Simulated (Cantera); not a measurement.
## Thermodynamics of silicon epitaxy and polysilicon growth, feed Si2Cl6 + HCl + H2

A closed system holds: 1 mol Si2Cl6, 0.18 mol HCl, 370 mol H2, at 1100 K and 59.3 Torr.

Method: chemical equilibrium by Gibbs-energy minimisation in Cantera with the NASA 1993 tables (ideal gas, pure condensed phases). Candidate condensed phases: Si; 19 gas species. The feed counts by its element totals alone. The tables' values for SiCl3 are old estimates; treat these amounts as uncertain. The numbers say what is thermodynamically allowed, not how fast it happens.

```json
{
  "x(H2)": "0.986",
  "x(HCl)": "0.0124",
  "x(SiHCl3)": "0.000485",
  "x(SiCl4)": "0.000414",
  "x(SiCl2)": "0.000318",
  "x(SiCl3)": "9.72e-5",
  "x(SiH2Cl2)": "6.82e-5",
  "x(SiH3Cl)": "2.54e-6",
  "n(Si(s))": "1.48 mol",
  "gas_amount": "372.8 mol"
}
```
